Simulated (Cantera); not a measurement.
A closed system holds: 1 mol B₂O₃, 0.066 mol H₂O, 90 mol N₂, at 0.0120 bar.

Method: chemical equilibrium by Gibbs-energy minimisation in Cantera with the NASA 1993 tables (ideal gas, pure condensed phases). Candidate condensed phases: B, BN, B₂O₃, B₃O₃H₃, H₂O; 39 gas species. Kinetics and transport are ignored.

Task: Which condensed phases are stable at each of these points (T (K)): 950, 1150, 1350, 1550, 1750, 1950, 2150?

Result: 
```json
[
 {"T (K)": "950", "condensed phases": "B₂O₃(l)", "B condensed (%)": "100.0"},
 {"T (K)": "1150", "condensed phases": "B₂O₃(l)", "B condensed (%)": "99.6"},
 {"T (K)": "1350", "condensed phases": "B₂O₃(l)", "B condensed (%)": "95.6"},
 {"T (K)": "1550", "condensed phases": "B₂O₃(l)", "B condensed (%)": "49.6"},
 {"T (K)": "1750", "condensed phases": "gas only", "B condensed (%)": "0.0"},
 {"T (K)": "1950", "condensed phases": "gas only", "B condensed (%)": "0.0"},
 {"T (K)": "2150", "condensed phases": "gas only", "B condensed (%)": "0.0"}
]
```

From 950 K to 1550 K the condensed part is B₂O₃(l). From 1750 K to 2150 K nothing is condensed.
